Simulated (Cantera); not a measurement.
Charge: 1 mol Cr, 6.6 mol O₂, 2.2 mol N₂, equilibrated at 2150 K and 1.70e-6 bar.

Cantera equilibrium calculation (NASA polynomials, part measured and part estimated; ideal gas, pure solids and liquids). Candidate condensed phases: Cr, CrN, Cr₂N, Cr₂O₃; 14 gas species. Equilibrium is a limit: real reactors are often held back by kinetics, nucleation or transport.

Base state: O 0.603, O₂ 0.162, N₂ 0.158, Cr 0.0453, CrO 0.0227, CrO₂ 0.00493, NO 0.00442 (mole fractions); condensed: gas only.

Task: What changes in the equilibrium state with this change: pressure from 1.70e-6 bar to 1.00e-5 bar?

Result: 
```json
[
 {"species": "O", "before": "0.603", "after": "0.365"},
 {"species": "O₂", "before": "0.162", "after": "0.349"},
 {"species": "N₂", "before": "0.158", "after": "0.191"},
 {"species": "CrO₂", "before": "0.00493", "after": "0.0293"},
 {"species": "Cr", "before": "0.0453", "after": "0.0212"},
 {"species": "CrO", "before": "0.0227", "after": "0.0378"},
 {"species": "CrO₃", "before": "2.52e-6", "after": "5.33e-5"},
 {"species": "NO", "before": "0.00442", "after": "0.00713"}
]
```
